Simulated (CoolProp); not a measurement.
n-hexane along the isobar 0.101 MPa: Z from the reference equation and from simpler models built on Tc = 234.7 °C, pc = 3.044 MPa, ω = 0.300; each cubic takes its own stable root.

Model: reference Helmholtz-energy equation of state, Thol 2019, in CoolProp.

```json
[
 {"T (°C)": "56.55", "phase": "liquid", "reference": "0.005078"},
 {"T (°C)": "66.95", "phase": "liquid", "reference": "0.005004"},
 {"T (°C)": "77.45", "phase": "gas", "reference": "0.9558"},
 {"T (°C)": "87.95", "phase": "gas", "reference": "0.9604"},
 {"T (°C)": "98.35", "phase": "gas", "reference": "0.9644"},
 {"T (°C)": "108.85", "phase": "gas", "reference": "0.9679"},
 {"T (°C)": "119.35", "phase": "gas", "reference": "0.9709"},
 {"T (°C)": "129.75", "phase": "gas", "reference": "0.9735"},
 {"T (°C)": "140.25", "phase": "gas", "reference": "0.9759"}
]
```

**Question.** How far does each simpler model (van der Waals, Redlich-Kwong, Soave-Redlich-Kwong) lie from the reference over these 9 states: mean and median of the absolute difference, and the worst?

**Answer.** 
- van der Waals: mean 4270.4 %, median 1.5 %, worst +19372.4 % at 66.95 °C and 0.101 MPa
- Redlich-Kwong: mean 4223.8 %, median 0.8 %, worst +19176.6 % at 66.95 °C and 0.101 MPa
- Soave-Redlich-Kwong: mean 2.8 %, median 0.5 %, worst +11.0 % at 66.95 °C and 0.101 MPa

At some of these states van der Waals, Redlich-Kwong gives the other phase, because its saturation line lies elsewhere.
